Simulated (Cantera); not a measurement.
What does this Cantera script print?

```python
import numpy as np
import cantera as ct

gas = ct.Solution("gri30.yaml")
gas.TPX = 1600, 13332, {'C2H6': 1, 'N2': 37}
reactor = ct.IdealGasConstPressureReactor(gas, energy="off", clone=False)
net = ct.ReactorNet([reactor])
net.rtol, net.atol = 1e-08, 1e-18
show = ['C2H6', 'CH4', 'CH2', 'C2H', 'C2H2', 'H2', 'H']
times = np.geomspace(0.0002, 20, 9)

steps = ct.SolutionArray(gas, extra=["t"])
rows = []
print(f"{'t/s':>10s}{'T/K':>9s}{'P/Pa':>11s}" + "".join(f"{s:>11s}" for s in show))
for t in times:
    while net.time < t:
        t_next = net.step()
        steps.append(gas.state, t=t_next)
    rows.append([np.interp(t, steps.t, y) for y in (steps.T, steps.P, *steps(*show).X.T)])
    print(f"{t:10.3e}{rows[-1][0]:9.1f}{rows[-1][1]:11.4g}" + "".join(f"{x:11.3e}" for x in rows[-1][2:]))
rate = np.gradient(steps.T, steps.t)
print("integrator steps:", len(steps.t))
if steps.T.max() > steps.T[0] + 200:
    print(f"time of steepest temperature rise: {steps.t[rate.argmax()]:.4e} s")
gas.TPX = 1600, 13332, {'C2H6': 1, 'N2': 37}
gas.equilibrate("TP")
print(f"equilibrium (TP): T = {gas.T:.1f} K  " + "  ".join(f"{s} {gas[s].X[0]:.3e}" for s in show))
```

It prints:

```
       t/s      T/K       P/Pa       C2H6        CH4        CH2        C2H       C2H2         H2          H
 2.000e-04   1600.0  1.333e+04  1.576e-02  1.551e-03  1.112e-05  3.727e-08  3.559e-04  6.557e-03  2.190e-04
 8.434e-04   1600.0  1.333e+04  1.251e-03  6.285e-03  6.453e-06  2.967e-07  8.250e-03  2.532e-02  2.713e-04
 3.557e-03   1600.0  1.333e+04  2.667e-05  6.597e-03  4.778e-07  1.318e-07  1.785e-02  3.632e-02  7.988e-05
 1.500e-02   1600.0  1.333e+04  3.916e-06  6.391e-03  6.842e-08  5.585e-08  2.120e-02  3.992e-02  3.133e-05
 6.325e-02   1600.0  1.333e+04  1.984e-06  6.051e-03  3.595e-08  4.268e-08  2.203e-02  4.109e-02  2.371e-05
 2.667e-01   1600.0  1.333e+04  1.379e-06  4.993e-03  3.082e-08  4.432e-08  2.256e-02  4.265e-02  2.496e-05
 1.125e+00   1600.0  1.333e+04  4.567e-07  2.765e-03  1.924e-08  4.880e-08  2.364e-02  4.592e-02  2.824e-05
 4.743e+00   1600.0  1.333e+04  5.009e-08  8.715e-04  6.983e-09  5.388e-08  2.456e-02  4.869e-02  3.182e-05
 2.000e+01   1600.0  1.333e+04  3.369e-09  2.170e-04  1.837e-09  5.589e-08  2.487e-02  4.965e-02  3.323e-05
integrator steps: 1383
equilibrium (TP): T = 1600.0 K  C2H6 1.178e-10  CH4 3.462e-05  CH2 2.952e-10  C2H 1.283e-08  C2H2 5.696e-03  H2 4.993e-02  H 3.350e-05
```

Model: GRI-Mech 3.0 (53 species, 325 reactions), integrated in Cantera. GRI-Mech 3.0 stops at C3 and has no aromatics, soot or wall deposition, so with more carbon than oxygen in the feed, carbon stays in small species such as C2H2 where larger ones or solid carbon would form.
